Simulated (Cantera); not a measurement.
Charge: 1 mol SF₆, 0.074 mol O₂, equilibrated at 3025 °C and 0.100 bar.

Equilibrium computed with Cantera from the NASA thermochemical tables; the gas is ideal and each condensed phase is pure. Candidate condensed phases: S; 25 gas species. Rates play no part.

Base state: F 0.852, S 0.118, SO 0.0110, O 0.00953, S₂ 0.00448, SF 0.00407, SO₂ 0.000195, O₂ 0.000110 (mole fractions); condensed: gas only.

Task: What changes in the equilibrium state with this change: O₂ from 0.074 to 0.45 mol?

Result: 
| species | before | after |
|---|---|---|
| F | 0.852 | 0.805 |
| S | 0.118 | 0.0785 |
| O | 0.00953 | 0.0584 |
| SO | 0.0110 | 0.0446 |
| O₂ | 0.000110 | 0.00414 |
| SO₂ | 0.000195 | 0.00487 |
| FO | 2.48e-6 | 1.44e-5 |
| S₂O | 5.47e-6 | 1.47e-5 |

Task: What changes in the equilibrium state with this change: O₂ from 0.074 to 1.3 mol?

Result: 
| species | before | after |
|---|---|---|
| F | 0.852 | 0.701 |
| O | 0.00953 | 0.154 |
| SO | 0.0110 | 0.0587 |
| S | 0.118 | 0.0392 |
| O₂ | 0.000110 | 0.0288 |
| SO₂ | 0.000195 | 0.0169 |
| FO | 2.48e-6 | 3.30e-5 |
| S₂ | 0.00448 | 0.000492 |
| SF₂ | 4.91e-5 | 1.10e-5 |
| SF | 0.00407 | 0.00111 |
